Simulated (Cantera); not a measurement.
# Thermodynamics of metals in furnace atmospheres, feed Pb + O2 + CO

Feed: 1 mol Pb, 0.024 mol O2, a varied amount of CO, equilibrated at 1600 K and 233 Torr.

These are equilibrium values from Cantera (NASA tables, ideal gas, pure condensed phases), not measurements of a reactor. Candidate condensed phases: C, Pb, PbO, PbO2, Pb3O4; 15 gas species. Equilibrium is a limit: real reactors are often held back by kinetics, nucleation or transport.

| n(CO) (mol) | x CO | x Pb | x CO2 | x Pb2 | x PbO |
|---|---|---|---|---|---|
| 9.2 | 0.897 | 0.0980 | 0.00470 | 3.73e-5 | 1.10e-6 |
| 13 | 0.925 | 0.0714 | 0.00343 | 1.98e-5 | 5.65e-7 |
| 18 | 0.945 | 0.0526 | 0.00253 | 1.08e-5 | 3.00e-7 |
| 24 | 0.958 | 0.0400 | 0.00192 | 6.21e-6 | 1.71e-7 |
| 33 | 0.969 | 0.0294 | 0.00141 | 3.36e-6 | 9.15e-8 |
| 46 | 0.978 | 0.0213 | 0.00102 | 1.76e-6 | 4.75e-8 |
| 64 | 0.984 | 0.0154 | 0.000738 | 9.19e-7 | 2.47e-8 |
x: gas mole fraction; nothing condenses.

From 9.2 mol CO to 64 mol CO nothing is condensed. The main Pb-bearing gas is Pb throughout.
